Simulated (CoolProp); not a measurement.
Vapour-liquid equilibrium of ethane (1) + C3F8 (R218) (2) at 0.517 MPa; x and y are mole fractions of (1).

Model: multi-fluid Helmholtz-energy mixture model, Bücker 2006 and Lemmon 2006; pair parameters Bell 2016, in CoolProp.

```tsv
x	bubble temperature (°C)	y at the bubble point	dew temperature at overall composition x (°C)	liquid density (mol/L)
0.05	-3.2	0.281	5.3	7.977
0.2	-27.5	0.729	-0.1	9.156
0.35	-39.0	0.852	-6.1	10.17
0.5	-43.9	0.894	-13.1	11.17
0.65	-46.5	0.916	-21.8	12.32
0.8	-48.6	0.940	-33.6	13.77
0.95	-51.0	0.979	-49.4	15.67
```

No azeotrope shows between x = 0.05 and 0.95.

Pair parameters are fitted to limited data, so mixtures are less certain than the pure fluids. With so large a gap from Raoult's law the liquid may split in two, which this calculation doesn't test in full.
